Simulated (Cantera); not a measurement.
Cantera run, input and output.

```python
import numpy as np
import cantera as ct

gas = ct.Solution("gri30.yaml", transport_model="multicomponent")
show = ['NO', 'O', 'CH3']

rows = []
print(f"{'T/K':>7s}{'rho':>11s}{'cp':>10s}{'mu':>11s}{'lambda':>11s}{'Pr':>7s}" + "".join(f"{'D_' + s:>11s}" for s in show))
for T in [400, 650, 900, 1150, 1400, 1650, 1900, 2150, 2400]:
    gas.TPX = T, 610000, {'C2H4': 0.27, 'N2': 0.12}
    Pr = gas.cp_mass * gas.viscosity / gas.thermal_conductivity
    D = [gas.mix_diff_coeffs_mole[gas.species_index(s)] for s in show]
    rows.append([gas.density, gas.cp_mass, gas.viscosity, gas.thermal_conductivity, Pr, *D])
    print(f"{T:7g}{gas.density:11.4e}{gas.cp_mass:10.1f}{gas.viscosity:11.4e}"
          f"{gas.thermal_conductivity:11.4e}{Pr:7.3f}" + "".join(f"{d:11.4e}" for d in D))
print("SI units: kg/m3, J/kg/K, Pa s, W/m/K, m2/s")
```

Result:

```
    T/K        rho        cp         mu     lambda     Pr       D_NO        D_O      D_CH3
    400 5.1433e+00    1621.4 1.5534e-05 3.3323e-02  0.756 4.7592e-06 7.4702e-06 5.2081e-06
    650 3.1651e+00    2178.1 2.3149e-05 6.6056e-02  0.763 1.1126e-05 1.7356e-05 1.2349e-05
    900 2.2859e+00    2546.1 2.9536e-05 9.8433e-02  0.764 1.9374e-05 3.0146e-05 2.1638e-05
   1150 1.7890e+00    2835.3 3.5155e-05 1.3049e-01  0.764 2.9277e-05 4.5495e-05 3.2801e-05
   1400 1.4695e+00    3035.2 4.0246e-05 1.6007e-01  0.763 4.0688e-05 6.3183e-05 4.5669e-05
   1650 1.2469e+00    3180.9 4.4953e-05 1.8760e-01  0.762 5.3507e-05 8.3053e-05 6.0120e-05
   1900 1.0828e+00    3286.4 4.9371e-05 2.1312e-01  0.761 6.7654e-05 1.0499e-04 7.6068e-05
   2150 9.5689e-01    3363.4 5.3561e-05 2.3690e-01  0.760 8.3068e-05 1.2888e-04 9.3442e-05
   2400 8.5721e-01    3421.0 5.7571e-05 2.5926e-01  0.760 9.9700e-05 1.5467e-04 1.1219e-04
SI units: kg/m3, J/kg/K, Pa s, W/m/K, m2/s
```

Detailed kinetics in Cantera: GRI-Mech 3.0 (53 species, 325 reactions). The composition is frozen, though it would react at the higher temperatures.
